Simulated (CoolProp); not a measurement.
Carbon monoxide along the isotherm -67.45 °C: density (kg/m³) from the reference equation and from simpler models built on Tc = -140.3 °C, pc = 34.98 bar, ω = 0.050; each cubic takes its own stable root.

The numbers come from the reference Helmholtz-energy equation of state, Lemmon 2006 in CoolProp. It is a short technical equation, of lower accuracy than the large ones.

```json
[
 {"p (bar)": "2.19", "phase": "gas", "reference": "3.605", "van der Waals": "3.608", "Redlich-Kwong": "3.606", "Soave-Redlich-Kwong": "3.604", "Peng-Robinson": "3.609"},
 {"p (bar)": "4.37", "phase": "gas", "reference": "7.231", "van der Waals": "7.243", "Redlich-Kwong": "7.235", "Soave-Redlich-Kwong": "7.226", "Peng-Robinson": "7.247"},
 {"p (bar)": "6.56", "phase": "gas", "reference": "10.91", "van der Waals": "10.94", "Redlich-Kwong": "10.92", "Soave-Redlich-Kwong": "10.90", "Peng-Robinson": "10.95"},
 {"p (bar)": "8.75", "phase": "gas", "reference": "14.63", "van der Waals": "14.68", "Redlich-Kwong": "14.65", "Soave-Redlich-Kwong": "14.61", "Peng-Robinson": "14.69"},
 {"p (bar)": "10.9", "phase": "gas", "reference": "18.31", "van der Waals": "18.40", "Redlich-Kwong": "18.34", "Soave-Redlich-Kwong": "18.28", "Peng-Robinson": "18.42"},
 {"p (bar)": "13.1", "phase": "gas", "reference": "22.12", "van der Waals": "22.26", "Redlich-Kwong": "22.17", "Soave-Redlich-Kwong": "22.08", "Peng-Robinson": "22.27"},
 {"p (bar)": "15.3", "phase": "gas", "reference": "25.97", "van der Waals": "26.16", "Redlich-Kwong": "26.03", "Soave-Redlich-Kwong": "25.90", "Peng-Robinson": "26.17"},
 {"p (bar)": "17.5", "phase": "gas", "reference": "29.86", "van der Waals": "30.11", "Redlich-Kwong": "29.94", "Soave-Redlich-Kwong": "29.77", "Peng-Robinson": "30.12"}
]
```
